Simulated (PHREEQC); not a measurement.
Solution (25 °C): 0.0001 mol/kgw H3PO4 and 0.00011 mol/kgw NH3. Closed to the air; pH follows from the charge balance.

Model: ion-association model, wateq4f.dat, run in PHREEQC.

No solid was allowed to form.

Q: Estimate the pH, ionic strength.

A: pH 6.26; ionic strength 0.000121 mol/kgw.

Q: In which forms is P present?

A: H2PO4- 90 %, HPO4-2 10 % of the P.

H3PO4, which wateq4f.dat lacks, is added to it with the constant of phreeqc.dat.
